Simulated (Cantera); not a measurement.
## Thermodynamics of thermal oxidation and active oxidation of silicon, feed Si + H2O + N2

Feed: 1 mol Si, a varied amount of H2O, 17 mol N2, at 900 K and 0.340 Pa.

Equilibrium computed with Cantera from the NASA thermochemical tables; the gas is ideal and each condensed phase is pure. Candidate condensed phases: H2O, Si, SiO2, Si2N2O, Si3N4; 35 gas species. N2 is the only nitrogen source here; it is nearly inert below about 1500 K, so the nitride shown seldom forms there in practice. The numbers say what is thermodynamically allowed, not how fast it happens.

```tsv
n(H2O) (mol)	x N2	x H2	x H2O	x H	n Si2N2O(s)	n Si3N4(s)	n SiO2(β-quartz)
0.0018	1.000	0.000110	<1e-12	6.65e-10	0.00180	0.332	0
0.0047	1.000	0.000288	<1e-12	1.08e-9	0.00470	0.330	0
0.013	0.999	0.000795	<1e-12	1.79e-9	0.0130	0.325	0
0.034	0.998	0.00208	<1e-12	2.89e-9	0.0340	0.311	0
0.09	0.995	0.00547	<1e-12	4.69e-9	0.0900	0.273	0
0.24	0.986	0.0144	<1e-12	7.61e-9	0.240	0.173	0
0.64	0.963	0.0372	4.70e-8	1.22e-8	0.453	0	0.0933
1.7	0.909	0.0914	1.13e-7	1.92e-8	0.100	0	0.800
```
x: gas mole fraction; n: condensed amount in mol.

From 0.0018 mol H2O to 0.24 mol H2O the condensed part is Si2N2O(s) + Si3N4(s). From 0.64 mol H2O to 1.7 mol H2O the condensed part is SiO2(β-quartz) + Si2N2O(s).
